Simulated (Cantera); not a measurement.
**C₃H₈ + H₂ + N₂ (carbon deposition, reforming and gasification)**

Feed: 1 mol C₃H₈, 26 mol H₂, 2 mol N₂, equilibrated at 1600 K.

These are equilibrium values from Cantera (NASA tables, ideal gas, pure condensed phases), not measurements of a reactor. Candidate condensed phases: C, C₆H₆, C₇H₈, C₈H₁₈; 92 gas species. The ideal-gas law is rough above about 30 bar. The numbers say what is thermodynamically allowed, not how fast it happens.

From 0.000100 bar to 14.0 bar the condensed part is C(graphite). At 100 bar nothing is condensed. The main C-bearing gas is HCN at 0.000100 bar and CH₄ at 100 bar.

```
P (Pa)    log p H₂  log p CH₄  log p N₂  log p H  log p NH₃  log p HCN  n C(graphite)
--------  --------  ---------  --------  -------  ---------  ---------  -------------
10           -4.03     -10.85     -5.21    -6.28     -12.98      -7.31           2.98
72           -3.17      -9.13     -4.35    -5.85     -11.26      -6.45           2.98
520          -2.31      -7.41     -3.49    -5.42      -9.54      -5.59           2.98
3700         -1.46      -5.71     -2.64    -4.99      -7.84      -4.74           2.98
27000        -0.60      -3.98     -1.77    -4.56      -6.11      -3.87           2.97
190000        0.25      -2.29     -0.93    -4.14      -4.42      -3.03           2.90
1400000       1.11      -0.57     -0.05    -3.71      -2.69      -2.16           2.38
10000000      1.92       1.01      0.83    -3.31      -1.04      -1.35              0
```
log p: log10 of the partial pressure in bar; n: condensed amount in mol.
